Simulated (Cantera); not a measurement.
Charge: 1 mol CH2F2, 0.061 mol F2, 2.8 mol H2, held at 2873 K and 21000 Pa.

Equilibrium computed with Cantera from the NASA thermochemical tables; the gas is ideal and each condensed phase is pure. Candidate condensed phases: C, C6H6, C7H8, C8H18; 95 gas species. The numbers say what is thermodynamically allowed, not how fast it happens.

Base state: H2 0.427, HF 0.403, H 0.150, C2H2 (acetylene) 0.0181, C2H 0.000901, F 0.000688, C3 0.000361, C4H2 0.000319 (mole fractions); condensed: C(graphite).

Task: What changes in the equilibrium state with this change: pressure from 21000 Pa to 100000 Pa?

Result: 
```tsv
species	before	after
H2	0.427	0.485
HF	0.403	0.420
H	0.150	0.0732
C2H2 (acetylene)	0.0181	0.0205
CH4	3.44e-6	2.11e-5
C2	3.57e-5	7.50e-6
C3	0.000361	7.57e-5
C	6.83e-5	1.43e-5
CH3	1.98e-5	5.22e-5
C(graphite), mol	0.786	0.778
```

Task: What changes in the equilibrium state with this change: temperature from 2873 K to 1248.15 K?

Result: 
```csv
species,before,after
H2,0.427,0.562
HF,0.403,0.437
CH4,3.44e-6,0.000740
H,0.150,7.66e-7
C2H2 (acetylene),0.0181,1.37e-7
C2H,0.000901,<1e-9
F,0.000688,<1e-9
"C(graphite), mol",0.786,0.996
```
